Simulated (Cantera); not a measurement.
Charge: 1 mol NH3, 0.96 mol O2, 25 mol N2, held at 3473 K and 1 atm.

Equilibrium computed with Cantera from the NASA thermochemical tables; the gas is ideal and each condensed phase is pure. Candidate condensed phases: H2O; 24 gas species. Kinetics and transport are ignored.

Base state: N2 0.867, H 0.0599, O 0.0303, NO 0.0119, H2 0.0118, OH 0.0102, H2O 0.00444, O2 0.00440 (mole fractions); condensed: gas only.

**Question.** What changes in the equilibrium state with this change: N2 from 25 to 1.9 mol?

**Answer.** 
```csv
species,before,after
N2,0.867,0.442
H,0.0599,0.155
O,0.0303,0.0911
H2O,0.00444,0.0888
O2,0.00440,0.0397
OH,0.0102,0.0793
H2,0.0118,0.0786
NO,0.0119,0.0255
HO2,1.04e-6,2.42e-5
N,0.000180,0.000129
```

**Question.** What changes in the equilibrium state with this change: NH3 replaced by CS2?

**Answer.** 
```csv
species,before,after
N2,0.867,0.883
S,0,0.0470
CO,0,0.0349
H,0.0599,0
SO,0,0.0162
H2,0.0118,0
OH,0.0102,0
O,0.0303,0.00935
NO,0.0119,0.00370
H2O,0.00444,0
S2,0,0.00319
SO2,0,0.00102
CO2,0,0.000491
SN,0,0.000260
```
Further candidate phases: C, S.

**Question.** What changes in the equilibrium state with this change: N2 from 25 to 17 mol?

**Answer.** 
```tsv
species	before	after
N2	0.867	0.824
H	0.0599	0.0738
O	0.0303	0.0382
OH	0.0102	0.0159
H2	0.0118	0.0179
NO	0.0119	0.0146
H2O	0.00444	0.00849
O2	0.00440	0.00699
```
